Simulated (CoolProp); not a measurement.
A Linde-Hampson liquefier for dry air: isothermal reversible compression at 280 K from 1 atm to 25 MPa, throttling to 1 atm, return gas leaving the recuperator 10 K below the feed. Each further row changes one setting.

Model: reference Helmholtz-energy equation of state, Lemmon 2000, in CoolProp. It is a pseudo-pure fit of the blend.

| case | liquid yield per pass | compression work (kJ/kg of gas) |
|---|---|---|
| as stated | 0.090 | 440 |
| high pressure 50 MPa | (withheld) | 504 |
| warm-end temperature 310 K | 0.061 | (withheld) |
| warm-end gap 15 K | (withheld) | 440 |

**Question.** Some entries are withheld; supply them.

**Answer.** 
- high pressure 50 MPa, liquid yield per pass: 0.105
- warm-end temperature 310 K, compression work (kJ/kg of gas): 491
- warm-end gap 15 K, liquid yield per pass: 0.078
